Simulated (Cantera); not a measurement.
# Equilibrium for thermal oxidation and active oxidation of silicon: Si + H₂O + H₂ + CO₂

Feed: 1 mol Si, 1.1 mol H₂O, 16 mol H₂, 0.041 mol CO₂, at 1850 K and 0.000110 bar.

These are equilibrium values from Cantera (NASA tables, ideal gas, pure condensed phases), not measurements of a reactor. Candidate condensed phases: C, C₆H₆, C₇H₈, C₈H₁₈, H₂O, Si, SiC, SiO₂; 123 gas species. Equilibrium is a limit: real reactors are often held back by kinetics, nucleation or transport.

- x(H₂) = 0.888
- x(SiO) = 0.0538
- x(H) = 0.0484
- x(H₂O) = 0.00755
- x(CO) = 0.00220
- x(OH) = 3.04e-5
- x(CO₂) = 4.66e-6
- x(O) = 1.26e-6
- x(SiO₂) = 1.25e-6
- gas amount = 18.59 mol
- log10 activity of Si(l) (absent) = -6.13
- log10 activity of C(graphite) (absent) = -8.20
